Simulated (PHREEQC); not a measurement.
# Copper plating or etch bath: speciation

A solution holds 0.095 mol/kgw CuSO4, 4.2e-05 mol/kgw H2SO4 and 4.7e-05 mol/kgw H3BO3, at 25 °C. Closed to the air; pH follows from the charge balance.

The numbers come from PHREEQC with the ion-association model, phreeqc.dat.

No solid was allowed to form.

Question: Estimate the pH, specific conductance.

Answer: pH 4.38; specific conductance 8330 µS/cm.

Question: In which forms is S present?

Answer: SO4-2 52 %, CuSO4 48 % of the S.
